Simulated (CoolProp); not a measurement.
Hexamethyldisiloxane (MM) along the isotherm 490.5 K: fugacity coefficient from the reference equation and from simpler models built on Tc = 518.7 K, pc = 1.931 MPa, ω = 0.418; each cubic takes its own stable root.

Model: reference Helmholtz-energy equation of state, Thol 2016, in CoolProp.

```
p (MPa)   phase  reference
-------  ------  ---------
1.07        gas     0.7634
2.15     liquid     0.4484
3.22     liquid     0.3253
4.29     liquid     0.2647
5.36     liquid     0.2292
6.44     liquid     0.2063
7.51     liquid     0.1910
8.58     liquid     0.1803
9.66     liquid     0.1726
```

**Question.** How far does each simpler model (van der Waals, Soave-Redlich-Kwong) lie from the reference over these 9 states: mean and median of the absolute difference, and the worst?

**Answer.** 
- van der Waals: mean 38.4 %, median 40.4 %, worst +58.9 % at 490.5 K and 9.66 MPa
- Soave-Redlich-Kwong: mean 6.4 %, median 7.0 %, worst +9.0 % at 490.5 K and 9.66 MPa
